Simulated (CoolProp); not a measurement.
Vapour-liquid equilibrium of R1234yf (1) + R1234ze(E) (2) at 281.9 K; x and y are mole fractions of (1).

Computed with CoolProp (multi-fluid Helmholtz-energy mixture model, Lemmon 2022 and Thol 2016; pair parameters Bell 2022).

Q: Give the bubble pressure and the first vapour's composition at x = 0.65, 0.85, 0.95. Is there an azeotrope?

A: x = 0.65: 379.0 kPa, y = 0.713; x = 0.85: 402.8 kPa, y = 0.883; x = 0.95: 414.7 kPa, y = 0.962. No azeotrope shows between x = 0.05 and 0.95.

The pair parameters rest on a limited set of measurements; away from them the model extrapolates.
